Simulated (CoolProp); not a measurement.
Vapour-liquid equilibrium of R134a (1) + R245fa (2) at -79.05 °C; x and y are mole fractions of (1).

Values from CoolProp's multi-fluid Helmholtz-energy mixture model, Tillner-Roth 1994 and Akasaka 2015; pair parameters Akasaka 2014.

Task: Give the bubble pressure and the first vapour's composition at x = 0.35, 0.85, 0.95. Is there an azeotrope?

Result: x = 0.35: 0.01553 bar, y = 0.906; x = 0.85: 0.03408 bar, y = 0.990; x = 0.95: 0.03782 bar, y = 0.997. No azeotrope shows between x = 0.05 and 0.95.

Pair parameters are fitted to limited data, so mixtures are less certain than the pure fluids.
